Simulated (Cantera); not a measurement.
# Thermodynamics of halide evaporation, hydrolysis and transport, feed FeCl₃ + H₂O + N₂

A closed system holds: 1 mol FeCl₃, 3.6 mol H₂O, 270 mol N₂, equilibrated at 4.88 Torr.

Method: chemical equilibrium by Gibbs-energy minimisation in Cantera with the NASA 1993 tables (ideal gas, pure condensed phases). Candidate condensed phases: Fe, FeCl₂, FeCl₃, FeO, Fe(OH)₂, Fe(OH)₃, Fe₂O₃, Fe₃O₄, H₂O, NH₄Cl; 37 gas species. Mutual solubility and eutectic melting of coexisting phases are not modelled. The tables' stoichiometric FeO is somewhat more stable than real wüstite, so its field is too wide. FeO: taken at fixed stoichiometry. Condensed phases not in the tables: FeOCl. Equilibrium is a limit: real reactors are often held back by kinetics, nucleation or transport.

```tsv
T (K)	x N₂	x HCl	x H₂O	x Cl	x Fe	n Fe₂O₃(s)	n Fe₃O₄(s)	n FeO(l)
698	0.981	0.0109	0.00763	5.11e-10	<1e-12	0.500	0	0
898	0.981	0.0109	0.00764	4.08e-7	<1e-12	0.500	0	0
1098	0.981	0.0108	0.00768	1.33e-5	<1e-12	0.495	0	0
1298	0.981	0.0102	0.00798	0.000165	<1e-12	0	0.309	0
1498	0.981	0.00845	0.00884	0.000437	4.60e-9	0	0.241	0
1698	0.980	0.00626	0.00977	0.000805	5.29e-6	0	0.145	0.0345
1898	0.979	0.00553	0.00945	0.00171	0.000455	0	0	0.340
2098	0.972	0.00567	0.00749	0.00415	0.00275	0	0	0
```
x: gas mole fraction; n: condensed amount in mol.

From 698 K to 1098 K the condensed part is Fe₂O₃(s). From 1298 K to 1498 K the condensed part is Fe₃O₄(s). At 1698 K the condensed part is FeO(l) + Fe₃O₄(s). At 1898 K the condensed part is FeO(l). At 2098 K nothing is condensed.
